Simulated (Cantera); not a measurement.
Feed: 1 mol trisilylamine, 0.34 mol N2, equilibrated at 1725 K and 210 Pa.

Cantera equilibrium calculation (NASA polynomials, part measured and part estimated; ideal gas, pure solids and liquids). Candidate condensed phases: Si, Si3N4; 18 gas species. The feed counts by its element totals alone. Gases not in the tables: Si2H6 and higher silanes. Kinetics and transport are ignored.

Problem. What is the equilibrium state?

Solution. 
```
Property        Value
----------  ---------
x(H2)           0.839
x(N2)           0.157
x(H)          0.00371
x(Si)        0.000483
x(SiH)        2.90e-5
x(SiH2)       1.45e-5
x(Si2N)       8.58e-6
x(SiN)        4.90e-6
x(Si2)        2.30e-6
n(Si(l))     3.00 mol
gas amount  5.353 mol
```
